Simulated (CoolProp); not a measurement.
Saturated liquid density (kg/m³) of C3F8 (R218): the reference equation beside estimates from Tc = 345.0 K, pc = 2640 kPa, ω = 0.317. Rackett uses Z = 0.29056 − 0.08775 ω.

Computed with CoolProp (reference Helmholtz-energy equation of state, Lemmon 2006). It is a short technical equation, of lower accuracy than the large ones.

```csv
T (K),reference,Rackett,van der Waals,Redlich-Kwong,Peng-Robinson
175.9,1831,1960,1128,1674,1938
191.5,1777,1902,1098,1624,1893
207.1,1721,1842,1066,1570,1842
222.7,1664,1780,1032,1511,1784
238.3,1604,1713,995.7,1446,1719
253.9,1540,1642,955.7,1375,1645
269.6,1471,1565,911.4,1295,1558
285.2,1395,1481,862.1,1207,1457
300.8,1308,1385,805.4,1105,1335
316.4,1201,1270,737.3,982.8,1183
332,1052,1112,646.0,823.2,973.4
```

Absolute difference from the reference over all 11 rows, mean and median: Rackett 6.5 and 6.6 %, van der Waals 38.2 and 38.2 %, Redlich-Kwong 12.4 and 10.7 %, Peng-Robinson 5.6 and 6.5 %.
